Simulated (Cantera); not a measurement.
Input (Python, Cantera) and output of one run.

```python
import numpy as np
import cantera as ct

gas_names = """
    H H2 H2S Pb PbS Pb2 S SH S2 S8
""".split()
cond_names = """
    Pb(cr) Pb(L) PbS(s) PbS(L) S(cr1) S(cr2) S(L)
""".split()


# ... load() reads the species with a 1 bar reference pressure and builds the phases ...
atoms = {
    'PbS': {'Pb': 1, 'S': 1},
    'H2': {'H': 2},
}
top_T = {}  # K; cautious upper limits of use, not melting points


# ... equilibrate(T, P, feed) seeds the gas with the atoms and calls Mixture.equilibrate('TP', solver="vcs", rtol=1e-11, max_steps=5000) ...
results = []
feed = {'PbS': 1, 'H2': 1.8}  # mol
T = 1198.15  # K
P = 180  # Pa
mix = equilibrate(T, P, feed)
results.append((T, P, feed, dict(zip(mix.species_names, mix.species_moles))))
print(gas.report(threshold=0.0001))
for i in range(1, mix.n_phases):
    print(f"{mix.phase(i).name:16s} {mix.phase_moles(i):12.5e} mol")
```

It prints:

```
       temperature   1198.2 K
          pressure   180 Pa
           density   0.0015621 kg/m^3
  mean mol. weight   86.456 kg/kmol
   phase of matter   gas

                          1 kg             1 kmol
                     ---------------   ---------------
          enthalpy        9.0306e+05        7.8075e+07  J
   internal energy        7.8784e+05        6.8113e+07  J
           entropy            3215.3        2.7798e+05  J/K
    Gibbs function       -2.9493e+06       -2.5498e+08  J
 heat capacity c_p            385.64             33341  J/K
 heat capacity c_v            289.47             25027  J/K

                      mass frac. Y      mole frac. X     chem. pot. / RT
                     ---------------   ---------------   ---------------
                H2          0.014162           0.60733           -24.792
               H2S          0.013122          0.033292           -39.438
                Pb          0.095819          0.039981           -12.637
               PbS           0.87441           0.31597           -27.283
                SH        6.1458e-05        0.00016068           -27.042
                S2         0.0024207          0.003264           -29.291
     [   +4 minor]        1.1023e-06        4.3571e-06

Pb(L)             0.00000e+00 mol
PbS(s)            0.00000e+00 mol
S(L)              0.00000e+00 mol
```

These are equilibrium values from Cantera (NASA tables, ideal gas, pure condensed phases), not measurements of a reactor. Gases not in the tables: S3 to S7.
